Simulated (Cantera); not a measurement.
Tantalum, niobium, vanadium and zirconium in process gases: Zr + H₂O

A closed system holds: 1 mol Zr, 0.072 mol H₂O, held at 9.90e-6 bar.

Method: chemical equilibrium by Gibbs-energy minimisation in Cantera with the NASA 1993 tables (ideal gas, pure condensed phases). Candidate condensed phases: H₂O, Zr, ZrO₂; 12 gas species. Mutual solubility and eutectic melting of coexisting phases are not modelled. Condensed phases not in the tables: N, O or C dissolved in the metal. Kinetics and transport are ignored.

```json
[
 {"T (K)": "1250", "log p H₂": "-5.00", "log p H": "-8.82", "log p ZrO": "-17.00", "log p Zr": "<-17", "log p ZrO₂": "<-17", "n Zr(β)": "0.964", "n ZrO₂(monoclinic)": "0.0360", "n ZrO₂(tetragonal)": "0", "n Zr(l)": "0"},
 {"T (K)": "1450", "log p H₂": "-5.01", "log p H": "-7.53", "log p ZrO": "-13.40", "log p Zr": "-14.58", "log p ZrO₂": "<-17", "n Zr(β)": "0.964", "n ZrO₂(monoclinic)": "0.0360", "n ZrO₂(tetragonal)": "0", "n Zr(l)": "0"},
 {"T (K)": "1650", "log p H₂": "-5.02", "log p H": "-6.55", "log p ZrO": "-10.70", "log p Zr": "-11.95", "log p ZrO₂": "-14.79", "n Zr(β)": "0.964", "n ZrO₂(monoclinic)": "0", "n ZrO₂(tetragonal)": "0.0360", "n Zr(l)": "0"},
 {"T (K)": "1850", "log p H₂": "-5.08", "log p H": "-5.81", "log p ZrO": "-8.59", "log p Zr": "-9.89", "log p ZrO₂": "-12.12", "n Zr(β)": "0.964", "n ZrO₂(monoclinic)": "0", "n ZrO₂(tetragonal)": "0.0360", "n Zr(l)": "0"},
 {"T (K)": "2050", "log p H₂": "-5.32", "log p H": "-5.30", "log p ZrO": "-6.90", "log p Zr": "-8.23", "log p ZrO₂": "-9.99", "n Zr(β)": "0.963", "n ZrO₂(monoclinic)": "0", "n ZrO₂(tetragonal)": "0.0354", "n Zr(l)": "0"},
 {"T (K)": "2250", "log p H₂": "-6.17", "log p H": "-5.21", "log p ZrO": "-5.53", "log p Zr": "-6.89", "log p ZrO₂": "-8.24", "n Zr(β)": "0", "n ZrO₂(monoclinic)": "0", "n ZrO₂(tetragonal)": "0.00716", "n Zr(l)": "0.933"},
 {"T (K)": "2450", "log p H₂": "-7.13", "log p H": "-5.26", "log p ZrO": "-5.55", "log p Zr": "-5.80", "log p ZrO₂": "-9.10", "n Zr(β)": "0", "n ZrO₂(monoclinic)": "0", "n ZrO₂(tetragonal)": "0", "n Zr(l)": "0.887"}
]
```
log p: log10 of the partial pressure in bar; n: condensed amount in mol.

From 1250 K to 1450 K the condensed part is Zr(β) + ZrO₂(monoclinic). From 1650 K to 2050 K the condensed part is Zr(β) + ZrO₂(tetragonal). At 2250 K the condensed part is Zr(l) + ZrO₂(tetragonal). At 2450 K the condensed part is Zr(l).
